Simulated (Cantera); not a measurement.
A closed system holds: 1 mol CHF3, 0.027 mol Si, 0.07 mol H2, at 1.00 Pa.

These are equilibrium values from Cantera (NASA tables, ideal gas, pure condensed phases), not measurements of a reactor. Candidate condensed phases: C, C6H6, C7H8, C8H18, Si, SiC; 113 gas species. The tables' values for SiF3, SiF2 are old estimates; treat these amounts as uncertain. Gases not in the tables: C2F6 and larger saturated fluorocarbons. Kinetics and transport are ignored.

x: gas mole fraction; n: condensed amount in mol.

```json
[
 {"T (°C)": "1350", "x HF": "0.670", "x F": "0.0524", "x CF4": "0.226", "x CF2": "0.0350", "x SiF4": "0.0159", "x CF": "2.40e-5", "x H": "3.81e-7", "n C(graphite)": "0.554"},
 {"T (°C)": "1400", "x HF": "0.635", "x F": "0.101", "x CF4": "0.188", "x CF2": "0.0591", "x SiF4": "0.0150", "x CF": "6.68e-5", "x H": "6.86e-7", "n C(graphite)": "0.554"},
 {"T (°C)": "1450", "x HF": "0.583", "x F": "0.179", "x CF4": "0.134", "x CF2": "0.0889", "x SiF4": "0.0138", "x CF": "0.000168", "x H": "1.20e-6", "n C(graphite)": "0.562"},
 {"T (°C)": "1500", "x HF": "0.518", "x F": "0.286", "x CF4": "0.0708", "x CF2": "0.112", "x SiF4": "0.0123", "x CF": "0.000371", "x H": "2.13e-6", "n C(graphite)": "0.595"},
 {"T (°C)": "1550", "x HF": "0.462", "x F": "0.393", "x CF4": "0.0240", "x CF2": "0.109", "x SiF4": "0.0109", "x CF": "0.000696", "x H": "4.12e-6", "n C(graphite)": "0.668"},
 {"T (°C)": "1600", "x HF": "0.430", "x F": "0.470", "x CF4": "0.00528", "x CF2": "0.0832", "x SiF4": "0.0102", "x CF": "0.00111", "x H": "9.02e-6", "n C(graphite)": "0.761"},
 {"T (°C)": "1650", "x HF": "0.413", "x F": "0.518", "x CF4": "…", "x CF2": "…", "x SiF4": "0.00978", "x CF": "…", "x H": "…", "n C(graphite)": "0.839"},
 {"T (°C)": "1700", "x HF": "0.404", "x F": "0.548", "x CF4": "0.000157", "x CF2": "0.0353", "x SiF4": "0.00955", "x CF": "0.00222", "x H": "4.94e-5", "n C(graphite)": "0.894"},
 {"T (°C)": "1750", "x HF": "0.399", "x F": "0.567", "x CF4": "2.66e-5", "x CF2": "0.0219", "x SiF4": "0.00937", "x CF": "0.00294", "x H": "0.000115", "n C(graphite)": "0.929"},
 {"T (°C)": "1800", "x HF": "0.395", "x F": "0.577", "x CF4": "4.65e-6", "x CF2": "0.0136", "x SiF4": "0.00919", "x CF": "0.00379", "x H": "0.000259", "n C(graphite)": "0.950"},
 {"T (°C)": "1850", "x HF": "0.393", "x F": "0.584", "x CF4": "…", "x CF2": "…", "x SiF4": "0.00892", "x CF": "…", "x H": "…", "n C(graphite)": "0.961"},
 {"T (°C)": "1900", "x HF": "0.391", "x F": "0.587", "x CF4": "1.68e-7", "x CF2": "0.00539", "x SiF4": "0.00844", "x CF": "0.00596", "x H": "0.00122", "n C(graphite)": "0.965"},
 {"T (°C)": "1950", "x HF": "0.387", "x F": "0.589", "x CF4": "3.52e-8", "x CF2": "0.00346", "x SiF4": "0.00761", "x CF": "0.00732", "x H": "0.00251", "n C(graphite)": "0.964"}
]
```

### Question
What belongs in the gaps?

### Answer

- 1650, x CF4: 0.000939
- 1650, x CF2: 0.0556
- 1650, x CF: 0.00162
- 1650, x H: 2.10e-5
- 1850, x CF4: 8.59e-7
- 1850, x CF2: 0.00852
- 1850, x CF: 0.00479
- 1850, x H: 0.000570
